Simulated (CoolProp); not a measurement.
The fluid at 293.15 K and 0.416 MPa flows at 0.29 m/s in a round tube of 6 mm bore and 1.5 µm roughness, fully developed (64/Re and Nu = 3.66 if laminar; Colebrook and Gnielinski if turbulent). The same conditions are run with several fluids, on thermodynamics alone (safety and materials aside).

Values from CoolProp's reference Helmholtz-energy equation of state of each fluid (ammonia: Gao 2020; carbon dioxide: Span 1996; propylene: Lemmon 2013; dry air: Lemmon 2000). Blends and air are pseudo-pure fits.

Rank ammonia, carbon dioxide, propylene, dry air by Reynolds number, highest first.

propylene (1590), carbon dioxide (909), ammonia (541), dry air (472)

```csv
fluid,Darcy friction factor,pressure drop (Pa/m),heat-transfer coefficient (W/(m² K)),mass flow (kg/h)
ammonia,0.118,2.53,15.2,0.0901
carbon dioxide,0.0704,3.79,10.0,0.227
propylene,0.0403,2.17,10.2,0.227
dry air,0.136,4.70,15.8,0.146
```

Transport values come from each fluid's own correlations; those of propylene are estimates that may be off by 10 % or more.
